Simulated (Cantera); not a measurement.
**SiH4 + NH3 + N2 (silicon nitride deposition)**

Feed: 1 mol SiH4, 12 mol NH3, 8.8 mol N2, at 475 °C and 10.0 Torr.

Equilibrium computed with Cantera from the NASA thermochemical tables; the gas is ideal and each condensed phase is pure. Candidate condensed phases: Si, Si3N4; 18 gas species. Rates play no part.

The x(H2) comes out as 0.586 and the x(N2) comes out as 0.414. The x(NH3) is 2.01e-5 and the n(Si3N4(s)) is 0.333 mol. The gas amount is 34.13 mol and the log10 activity of Si(s) (absent) is -10.07.
